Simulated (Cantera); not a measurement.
Gas mixture: N2 = 0.72 (molar parts), at 0.133 bar, frozen composition.

Cantera's kinetic-theory transport with the Lennard-Jones parameters of GRI-Mech 3.0, ideal gas; thermal conductivity in the multicomponent form.

D: mixture-averaged diffusion coefficient of that species in the mixture.

```json
[
 {"T (K)": "400", "ρ (kg/m³)": "0.112", "cp (J/kg/K)": "1047", "μ (µPa s)": "22.3", "λ (mW/m/K)": "?", "Pr": "0.710", "D (cm²/s) NO": "2.57", "D (cm²/s) N2": "516", "D (cm²/s) H2O": "3.01"},
 {"T (K)": "550", "ρ (kg/m³)": "0.0817", "cp (J/kg/K)": "1065", "μ (µPa s)": "27.9", "λ (mW/m/K)": "?", "Pr": "0.707", "D (cm²/s) NO": "4.44", "D (cm²/s) N2": "905", "D (cm²/s) H2O": "5.46"},
 {"T (K)": "700", "ρ (kg/m³)": "0.0642", "cp (J/kg/K)": "1095", "μ (µPa s)": "32.8", "λ (mW/m/K)": "?", "Pr": "0.706", "D (cm²/s) NO": "6.67", "D (cm²/s) N2": "1370", "D (cm²/s) H2O": "8.45"},
 {"T (K)": "850", "ρ (kg/m³)": "0.0528", "cp (J/kg/K)": "1134", "μ (µPa s)": "37.3", "λ (mW/m/K)": "?", "Pr": "0.706", "D (cm²/s) NO": "9.23", "D (cm²/s) N2": "1910", "D (cm²/s) H2O": "11.9"},
 {"T (K)": "1000", "ρ (kg/m³)": "0.0449", "cp (J/kg/K)": "1169", "μ (µPa s)": "41.5", "λ (mW/m/K)": "?", "Pr": "0.706", "D (cm²/s) NO": "12.1", "D (cm²/s) N2": "2520", "D (cm²/s) H2O": "15.8"},
 {"T (K)": "1150", "ρ (kg/m³)": "0.0391", "cp (J/kg/K)": "1195", "μ (µPa s)": "45.5", "λ (mW/m/K)": "?", "Pr": "0.706", "D (cm²/s) NO": "15.3", "D (cm²/s) N2": "3190", "D (cm²/s) H2O": "20.2"}
]
```

Question: Some entries are withheld; supply them.

Answer: 
- 400, λ (mW/m/K): 32.9
- 550, λ (mW/m/K): 42.0
- 700, λ (mW/m/K): 50.9
- 850, λ (mW/m/K): 59.9
- 1000, λ (mW/m/K): 68.8
- 1150, λ (mW/m/K): 77.0
